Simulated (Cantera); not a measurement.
## Formation from one mole of O2

Standard-state values (1 bar) from the NASA 1993 polynomials, evaluated with Cantera. Values are per mole of reaction as written; species without (g) are pure solids or liquids, kept so even where they would boil at 1 bar.

2 H2(g) + O2(g) ⇌ 2 H2O(g)

```
T (K)  ΔH° (kJ)  ΔS° (J/K)  ΔG° (kJ)  log10 K
-----  --------  ---------  --------  -------
2098     -502.9     -115.9    -259.7     6.47
2173     -503.1     -116.0    -251.0     6.03
2248     -503.2     -116.1    -242.3     5.63
2323     -503.4     -116.1    -233.6     5.25
2398     -503.5     -116.2    -224.9     4.90
2473     -503.6     -116.2    -216.2     4.57
2548     -503.6     -116.2    -207.5     4.25
2623     -503.7     -116.3    -198.8     3.96
2698     -503.8     -116.3    -190.0     3.68
```

Nb + O2(g) ⇌ NbO2(g)

```tsv
T (K)	ΔH° (kJ)	ΔS° (J/K)	ΔG° (kJ)	log10 K
2098	-216.2	15.3	-248.2	6.18
2173	-217.3	14.7	-249.3	5.99
2248	-218.5	14.2	-250.4	5.82
2323	-219.7	13.7	-251.4	5.65
2398	-221.0	13.1	-252.4	5.50
2473	-222.5	12.5	-253.4	5.35
2548	-224.0	11.9	-254.3	5.21
2623	-225.6	11.3	-255.2	5.08
2698	-227.3	10.6	-256.0	4.96
```

1.333 Ti + O2(g) ⇌ 0.6667 Ti2O3

| T (K) | ΔH° (kJ) | ΔS° (J/K) | ΔG° (kJ) | log10 K | condensed phases |
|---|---|---|---|---|---|
| 2098 | -1007.6 | -174.7 | -641.1 | 15.96 | Ti(l), Ti2O3(s) |
| 2173 | -937.6 | -141.6 | -630.0 | 15.14 | Ti(l), Ti2O3(l) |
| 2248 | -937.3 | -141.5 | -619.3 | 14.39 | Ti(l), Ti2O3(l) |
| 2323 | -937.1 | -141.3 | -608.7 | 13.69 | Ti(l), Ti2O3(l) |
| 2398 | -936.8 | -141.2 | -598.1 | 13.03 | Ti(l), Ti2O3(l) |
| 2473 | -936.5 | -141.1 | -587.6 | 12.41 | Ti(l), Ti2O3(l) |
| 2548 | -936.3 | -141.0 | -577.0 | 11.83 | Ti(l), Ti2O3(l) |
| 2623 | -936.1 | -140.9 | -566.4 | 11.28 | Ti(l), Ti2O3(l) |
| 2698 | -935.9 | -140.9 | -555.8 | 10.76 | Ti(l), Ti2O3(l) |
